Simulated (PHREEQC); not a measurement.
# Reverse-osmosis permeate

A made-up water analysis in mmol/kgw, 20 °C, pH 6.97, pe 0.9:

```tsv
constituent	mmol/kgw
Na	0.187
K	0.0458
Ca	0.00591
Mg	0.0411
Cl	0.0511
S(6)	0.0869
Alkalinity (meq/kgw)	0.0904
Mn(2)	0.00499
Si	0.000598
Sr	7.97e-05
Li	0.00558
```

Valence states are taken as typed.

All values are PHREEQC results (ion-association model, phreeqc.dat), not measurements.

Precipitation was switched off in this run.

Problem. What charge-balance error does the model give?

Solution. charge-balance error 4.2 %.

Problem. In which forms is Ca present?

Solution. Ca+2 99 %, CaSO4 1.2 % of the Ca.

Species that the database lacks are ignored.
